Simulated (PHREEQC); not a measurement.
Dissolve 0.15 mol/kgw NiSO4 and 0.003 mol/kgw MgSO4 at 25 °C. Closed to the air; pH follows from the charge balance.

Model: ion-association model, wateq4f.dat, run in PHREEQC.

Question: The ionic strength comes out as 0.305 mol/kgw. What activity coefficients do SO4-2, NiOH+, Mg+2, Ni+2, Ni(SO4)2-2 get?

Answer: SO4-2 0.25, NiOH+ 0.73, Mg+2 0.31, Ni+2 0.29, Ni(SO4)2-2 0.29.

This is a speciation only: nothing precipitates in the calculation. Species that the database lacks are ignored.
